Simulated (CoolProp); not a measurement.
Saturation properties of carbon dioxide (Tc = 304.1 K, pc = 7.377 MPa, ω = 0.224).

Values from CoolProp's reference Helmholtz-energy equation of state, Span 1996.

```tsv
T (K)	p (MPa)	liquid cp (kJ/(kg K))	liquid viscosity (µPa s)	liquid conductivity (mW/(m K))
226.9	0.7924	1.984	213	164
229.5	0.8761	1.995	205	161
232.2	0.9698	2.007	196	158
234.8	1.067	2.020	188	155
237.4	1.171	2.035	180	152
240.1	1.287	2.052	172	148
242.7	1.406	2.070	165	145
245.3	1.534	2.090	158	142
247.9	1.669	2.112	152	139
250.6	1.819	2.138	146	136
253.2	1.973	2.166	140	133
255.8	2.135	2.197	134	130
```

Viscosity comes from a separate model (Laesecke 2017). Thermal conductivity comes from a separate model (Huber 2016).
